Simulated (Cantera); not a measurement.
Gas mixture: CO : CH4 = 0.37 : 0.66 (molar parts), at 1.01 bar, frozen composition.

Cantera's kinetic-theory transport with the Lennard-Jones parameters of GRI-Mech 3.0, ideal gas; thermal conductivity in the multicomponent form.

One state of this run: ρ (kg/m³) = 0.354; cp (J/kg/K) = 2397; μ (µPa s) = 25.9; λ (mW/m/K) = 86.9; Pr = 0.715; D (cm²/s) H2 = 3.13; D (cm²/s) CH4 = 0.968; D (cm²/s) OH = 1.39. D: mixture-averaged diffusion coefficient of that species in the mixture.

**Question.** Which value of T (K) does it belong to?
(A) 800
(B) 500
(C) 700
(D) 400

**Answer.** C, 700
